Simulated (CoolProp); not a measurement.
Vapour-liquid equilibrium of R152A (1) + R227EA (2) at 6.63 kPa; x and y are mole fractions of (1).

The numbers come from the multi-fluid Helmholtz-energy mixture model, Outcalt 1996 and Lemmon 2016; pair parameters Bell 2016 in CoolProp.

Task: Give the bubble temperature and the first vapour's composition at x = 0.05, 0.2, 0.5. Is there an azeotrope?

Result: x = 0.05: 207.7 K, y = 0.068; x = 0.2: 206.6 K, y = 0.290; x = 0.5: 203.9 K, y = 0.647. No azeotrope shows between x = 0.05 and 0.95.

The pair parameters rest on a limited set of measurements; away from them the model extrapolates. The gap from Raoult's law changes sign with composition, which may be real or a fault of the pair parameters; it wasn't checked against measurements.
